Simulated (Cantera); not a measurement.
Hydrocarbon pyrolysis for carbon deposition

A perfectly stirred reactor is fed with C2H6 : H2 = 1 : 1.2 (molar parts), at 28.0 Pa; it is held at 1775 K, and followed from long to short residence time.

Computed with Cantera and GRI-Mech 3.0 (53 species, 325 reactions). GRI-Mech 3.0 stops at C3 and has no aromatics, soot or wall deposition, so with more carbon than oxygen in the feed, carbon stays in small species such as C2H2 where larger ones or solid carbon would form. Radical loss at walls, strong at low pressure, is not modelled.

| τ (s) | x C2H6 | x H2 | x H | x CH4 | x C2H | x C2H2 |
|---|---|---|---|---|---|---|
| 1.6 | 0.000598 | 0.690 | 0.00504 | 0.0794 | 1.20e-5 | 0.209 |
| 0.36 | 0.00253 | 0.639 | 0.00567 | 0.133 | 1.27e-5 | 0.182 |
| 0.080 | 0.0109 | 0.571 | 0.00624 | 0.191 | 1.16e-5 | 0.135 |
| 0.018 | 0.0462 | 0.508 | 0.00623 | 0.209 | 6.46e-6 | 0.0671 |
| 0.0039 | 0.174 | 0.497 | 0.00460 | 0.119 | 7.73e-7 | 0.0107 |
| 0.00085 | 0.364 | 0.526 | 0.00200 | 0.0201 | 5.17e-9 | 0.000181 |
| 0.00019 | 0.437 | 0.539 | 0.000369 | 0.00155 | 1.12e-12 | 2.47e-7 |
x: mole fraction; the columns are a selection and need not sum to one.
